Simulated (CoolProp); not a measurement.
A closed Brayton cycle with carbon dioxide: compressor inlet 322.15 K and 8.5 MPa, high pressure 19.9 MPa, turbine inlet 695 K, compressor efficiency 0.8, turbine efficiency 0.9, recuperator effectiveness 0.9 (on enthalpy, no pinch check). Each further row changes one setting.

Computed with CoolProp (reference Helmholtz-energy equation of state, Span 1996).

```
case                           thermal efficiency (%)  net work (kJ/kg)  compressor to turbine work  compressor exit (K)  turbine exit (K)
-----------------------------  ----------------------  ----------------  --------------------------  -------------------  ----------------
as stated                                        26.4              50.6                        0.45                390.5             602.4
turbine inlet 645 K                              23.8              42.4                        0.50                390.5             555.9
compressor inlet 332.15 K                        24.6              43.9                        0.52                407.6             602.4
high pressure 16.9 MPa                           25.5                 ?                           ?                377.0             619.9
recuperator effectiveness 0.5                       ?              50.6                        0.45                390.5             602.4
```

**Question.** Some entries are withheld; supply them.

**Answer.** 
- high pressure 16.9 MPa, net work (kJ/kg): 43.3
- high pressure 16.9 MPa, compressor to turbine work: 0.43
- recuperator effectiveness 0.5, thermal efficiency (%): 17.4
